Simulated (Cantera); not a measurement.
Feed: 1 mol CO₂, 0.11 mol SO₂, 2.7 mol O₂, at 823 K and 100 Torr.

Method: chemical equilibrium by Gibbs-energy minimisation in Cantera with the NASA 1993 tables (ideal gas, pure condensed phases). Candidate condensed phases: C, S; 22 gas species. The numbers say what is thermodynamically allowed, not how fast it happens.

Base state: O₂ 0.705, CO₂ 0.266, SO₃ 0.0256, SO₂ 0.00366 (mole fractions); condensed: gas only.

**Question.** What changes in the equilibrium state with this change: SO₂ from 0.11 to 0.016 mol?

**Answer.** 
| species | before | after |
|---|---|---|
| O₂ | 0.705 | 0.726 |
| CO₂ | 0.266 | 0.270 |
| SO₃ | 0.0256 | 0.00378 |
| SO₂ | 0.00366 | 0.000533 |
